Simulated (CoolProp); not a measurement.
A closed Brayton cycle with nitrogen: compressor inlet 317.15 K and 1.1 MPa, high pressure 2.77 MPa, turbine inlet 845 K, compressor efficiency 0.85, turbine efficiency 0.85, recuperator effectiveness 0.9 (on enthalpy, no pinch check). Each further row changes one setting.

Values from CoolProp's reference Helmholtz-energy equation of state, Span 2000.

```
case                           thermal efficiency (%)  net work (kJ/kg)  compressor to turbine work  compressor exit (K)  turbine exit (K)
-----------------------------  ----------------------  ----------------  --------------------------  -------------------  ----------------
as stated                                        28.5              58.3                        0.67                430.0             688.2
turbine inlet 795 K                              25.2               ___                         ___                430.0             646.1
compressor inlet 327.15 K                        26.8              54.5                        0.69                443.4             688.2
high pressure 2.35 MPa                           29.4              53.3                         ___                407.7               ___
recuperator effectiveness 0.5                    18.5              58.3                        0.67                430.0             688.2
```

Problem. What belongs in the gaps?

Solution. 
- turbine inlet 795 K, net work (kJ/kg): 47.7
- turbine inlet 795 K, compressor to turbine work: 0.71
- high pressure 2.35 MPa, compressor to turbine work: 0.64
- high pressure 2.35 MPa, turbine exit (K): 713.7
